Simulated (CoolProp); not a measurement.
Dimethyl carbonate at several states: density (kg/m³) from the reference equation and from simpler models built on Tc = 557.0 K, pc = 4909 kPa, ω = 0.346; each cubic takes its own stable root.

Model: reference Helmholtz-energy equation of state, Zhou 2011, in CoolProp.

| T (K) | p (kPa) | phase | reference | Redlich-Kwong | Soave-Redlich-Kwong | Peng-Robinson |
|---|---|---|---|---|---|---|
| 439.3 | 283 | gas | 7.301 | 7.266 | 7.303 | 7.323 |
| 539.2 | 34.5 | gas | 0.6951 | 0.6950 | 0.6951 | 0.6953 |
| 410.7 | 23000 | liquid | 945.4 | 832.0 | 858.6 | 964.9 |
| 493.2 | 16.7 | gas | 0.3675 | 0.3674 | 0.3675 | 0.3675 |
| 366.6 | 15.4 | gas | 0.4570 | 0.4567 | 0.4569 | 0.4570 |
| 574.5 | 6820 | supercritical | 459.0 | 408.0 | 380.9 | 413.4 |
